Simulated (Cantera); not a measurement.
Feed: 1 mol KCl, 0.052 mol HF, 290 mol N2, equilibrated at 875 °C and 0.0220 bar.

These are equilibrium values from Cantera (NASA tables, ideal gas, pure condensed phases), not measurements of a reactor. Candidate condensed phases: K, KCl, KF, KHF2, NH4Cl; 33 gas species. Kinetics and transport are ignored.

Base state: N2 0.996, KCl 0.00333, HF 0.000158, K2Cl2 4.43e-5, KF 2.09e-5, HCl 2.09e-5 (mole fractions); condensed: gas only.

Q: What changes in the equilibrium state with this change: temperature from 875 °C to 552 °C?

A: 
| species | before | after |
|---|---|---|
| N2 | 0.996 | 1.000 |
| HF | 0.000158 | 0.000179 |
| KCl | 0.00333 | 2.80e-5 |
| K2Cl2 | 4.43e-5 | 5.80e-6 |
| KF | 2.09e-5 | 4.90e-7 |
| HCl | 2.09e-5 | 5.19e-7 |
| KCl(s), mol | 0 | 0.988 |

Q: What changes in the equilibrium state with this change: N2 from 290 to 8.5 mol?

A: 
| species | before | after |
|---|---|---|
| N2 | 0.996 | 0.907 |
| KCl | 0.00333 | 0.0685 |
| K2Cl2 | 4.43e-5 | 0.0188 |
| HF | 0.000158 | 0.00501 |
| HCl | 2.09e-5 | 0.000538 |
| KF | 2.09e-5 | 0.000531 |
